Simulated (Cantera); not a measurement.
A perfectly stirred reactor is fed with 47.6 % CH4, 52.4 % H2, at 1130 Torr; it is held at 1950 K, and followed from long to short residence time.

Model: GRI-Mech 3.0 (53 species, 325 reactions), integrated in Cantera. GRI-Mech 3.0 stops at C3 and has no aromatics, soot or wall deposition, so with more carbon than oxygen in the feed, carbon stays in small species such as C2H2 where larger ones or solid carbon would form.

Task: Predict: x(CH4) at τ = 6.60 s; x(H2) at τ = 6.60 s; x(CH2) at τ = 6.60 s; x(C2H4) at τ = 6.60 s; x(C2H6) at τ = 6.60 s; x(CH4) at τ = 43.0 ms; x(H2) at τ = 43.0 ms; x(CH2) at τ = 43.0 ms; x(C2H4) at τ = 43.0 ms; x(C2H6) at τ = 43.0 ms.

Result: 
```json
{
 "x(CH4) at τ = 6.60 s": "0.00963",
 "x(H2) at τ = 6.60 s": "0.831",
 "x(CH2) at τ = 6.60 s": "2.55e-7",
 "x(C2H4) at τ = 6.60 s": "0.00174",
 "x(C2H6) at τ = 6.60 s": "1.42e-6",
 "x(CH4) at τ = 43.0 ms": "0.0319",
 "x(H2) at τ = 43.0 ms": "0.816",
 "x(CH2) at τ = 43.0 ms": "7.34e-7",
 "x(C2H4) at τ = 43.0 ms": "0.00173",
 "x(C2H6) at τ = 43.0 ms": "1.05e-5"
}
```
